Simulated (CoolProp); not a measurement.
Vapour-liquid equilibrium of p-xylene (1) + n-decane (2) at 548.1 K; x and y are mole fractions of (1).

Values from CoolProp's multi-fluid Helmholtz-energy mixture model, Zhou 2012 and Lemmon 2006; pair parameters Bell 2016.

| x | bubble pressure (bar) | y at the bubble point | dew pressure at overall composition x (bar) | liquid density (mol/L) |
|---|---|---|---|---|
| 0.05 | 7.990 | 0.076 | 7.877 | 3.514 |
| 0.2 | 8.959 | 0.279 | 8.560 | 3.726 |
| 0.35 | [?] | [?] | [?] | 3.966 |
| 0.5 | 10.94 | 0.603 | 10.24 | 4.238 |
| 0.65 | 11.95 | [?] | 11.28 | 4.549 |
| 0.8 | 12.99 | 0.856 | 12.49 | 4.909 |
| 0.95 | 14.05 | 0.966 | 13.89 | [?] |

Q: Complete the blanks.

A: 
- 0.35, bubble pressure (bar): 9.942
- 0.35, y at the bubble point: 0.452
- 0.35, dew pressure at overall composition x (bar): 9.342
- 0.65, y at the bubble point: 0.736
- 0.95, liquid density (mol/L): 5.328

No azeotrope shows between x = 0.05 and 0.95.

The pair parameters rest on a limited set of measurements; away from them the model extrapolates.
